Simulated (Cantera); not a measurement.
A Cantera script and what it prints.

```python
import numpy as np
import cantera as ct

gas_names = """
    H HNO HNO2 HNO3 HO2 H2 H2O H2O2 N NH NH2 NH3 NH2OH NO NO2 NO3 N2 N2H2 N2H4 N2O O OH O2 O3 Si SiH
    SiH2 SiH3 SiH4 SiN SiO SiO2 Si2 Si2N Si3
""".split()
cond_names = """
    H2O(s) H2O(L) Si(cr) Si(L) SiO2(Lqz) SiO2(hqz) SiO2(L) Si2N2O(s) Si3N4(a)
""".split()


# ... load() reads the species with a 1 bar reference pressure and builds the phases ...
atoms = {
    'Si3N4': {'Si': 3, 'N': 4},
    'N2O': {'N': 2, 'O': 1},
    'H2': {'H': 2},
}
top_T = {'Si2N2O(s)': 2100, 'Si3N4(a)': 2400}  # K; cautious upper limits of use, not melting points


# ... equilibrate(T, P, feed) seeds the gas with the atoms and calls Mixture.equilibrate('TP', solver="vcs", rtol=1e-11, max_steps=5000) ...
results = []
feed = {'Si3N4': 1, 'N2O': 0.016, 'H2': 220}  # mol
P = 5.2  # Pa
for T in [1175, 1325, 1475, 1625, 1775, 1925, 2075]:
    mix = equilibrate(T, P, feed)
    results.append((T, P, feed, dict(zip(mix.species_names, mix.species_moles))))
    x = sorted(zip(gas.X, gas.species_names), reverse=True)
    print(f"T = {T:g} K  P = {P:g} Pa  gas = {mix.phase_moles(0):.4g} mol")
    print("   x: " + "  ".join(f"{s} {v:.3e}" for v, s in x if v > 1e-06))
    print("   condensed (mol): " + ("  ".join(f"{mix.phase(i).name} {mix.phase_moles(i):.4g}"
          for i in range(1, mix.n_phases) if mix.phase_moles(i) > 1e-12) or "none"))
```

It prints:

```
T = 1175 K  P = 5.2 Pa  gas = 220.1 mol
   x: H2 9.997e-01  N2 2.482e-04  H 1.700e-05
   condensed (mol): Si(cr) 0.04984  Si2N2O(s) 0.01586  Si3N4(a) 0.9728
T = 1325 K  P = 5.2 Pa  gas = 222.1 mol
   x: H2 9.906e-01  N2 9.079e-03  H 2.257e-04  SiO 7.205e-05  Si 1.814e-06
   condensed (mol): Si(cr) 2.984
T = 1475 K  P = 5.2 Pa  gas = 222.3 mol
   x: H2 9.890e-01  N2 9.070e-03  H 1.789e-03  Si 1.106e-04  SiO 7.199e-05  SiH 2.826e-06  SiH2 1.068e-06
   condensed (mol): Si(cr) 2.958
T = 1625 K  P = 5.2 Pa  gas = 223.8 mol
   x: H2 9.780e-01  H 9.676e-03  N2 9.005e-03  Si 3.133e-03  SiO 7.148e-05  SiH 4.451e-05  Si2 9.103e-06  SiH2 6.466e-06  Si2N 2.897e-06  Si3 2.079e-06  SiN 1.684e-06
   condensed (mol): Si(cr) 2.264
T = 1775 K  P = 5.2 Pa  gas = 229.5 mol
   x: H2 9.393e-01  H 3.890e-02  Si 1.283e-02  N2 8.783e-03  SiH 1.100e-04  SiO 6.973e-05  Si2 2.183e-05  SiH2 7.147e-06  SiN 4.139e-06  Si2N 2.080e-06  Si3 1.601e-06
   condensed (mol): none
T = 1925 K  P = 5.2 Pa  gas = 239.7 mol
   x: H2 8.564e-01  H 1.227e-01  Si 1.237e-02  N2 8.409e-03  SiH 6.720e-05  SiO 6.675e-05  Si2 3.925e-06  SiN 2.565e-06  SiH2 2.157e-06
   condensed (mol): none
T = 2075 K  P = 5.2 Pa  gas = 265.3 mol
   x: H2 6.771e-01  H 3.040e-01  Si 1.120e-02  N2 7.597e-03  SiO 6.030e-05  SiH 3.807e-05  SiN 1.543e-06
   condensed (mol): none
```

Cantera equilibrium calculation (NASA polynomials, part measured and part estimated; ideal gas, pure solids and liquids). Mutual solubility and eutectic melting of coexisting phases are not modelled.
